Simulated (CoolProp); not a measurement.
Model: reference Helmholtz-energy equation of state, Smukala 2000, in CoolProp.

Question: For ethylene, give the phase and the speed of sound (m/s) at 363.2 K and 7.97 kPa; 363.2 K and 370 kPa; 363.2 K and 1170 kPa.

Answer: 
- 363.2 K and 7.97 kPa: gas; speed of sound 360
- 363.2 K and 370 kPa: gas; speed of sound 357
- 363.2 K and 1170 kPa: gas; speed of sound 352
